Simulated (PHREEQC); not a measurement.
**Acid mine or pickling water**

Model water analysis in mg/L, 75 °C, pH 3.74, pe 8.9: Na 29.8; K 2.58; Ca 105; Mg 12.1; Cl 54.2; S(6) as SO4 297; Al 0.0241; Mn(2) 0.887.

Valence states are taken as typed.

All values are PHREEQC results (ion-association model, phreeqc.dat), not measurements.

Each row changes one thing in this solution. Precipitation was switched off in this run.

```csv
case,ionic strength (mol/kgw),SO4-2 (mol/kgw),Ca+2 (mol/kgw),CaSO4 (mol/kgw),Mg+2 (mol/kgw),MgSO4 (mol/kgw),SI of Gypsum (CaSO4:2H2O),SI of Gibbsite (Al(OH)3)
as made,0.0111,0.00230,0.00214,0.000476,0.000303,0.000195,-0.99,-1.71
all concentrations times 4 at the same typed pH,0.0383,0.00779,0.00742,0.00307,0.000899,0.00110,-0.18,-1.49
Na from 29.8 to 89.4 mg/L,0.0125,0.00230,0.00216,0.000459,0.000308,0.000190,-1.01,-1.71
S(6) from 297 to 594 mg/L,0.0157,0.00491,0.00186,0.000763,0.000227,0.000271,-0.79,-1.96
```

Complexes and solids missing from the database can't appear. Away from 25 °C the constants follow the database's enthalpies or fits; those with neither stay at their 25 °C values.
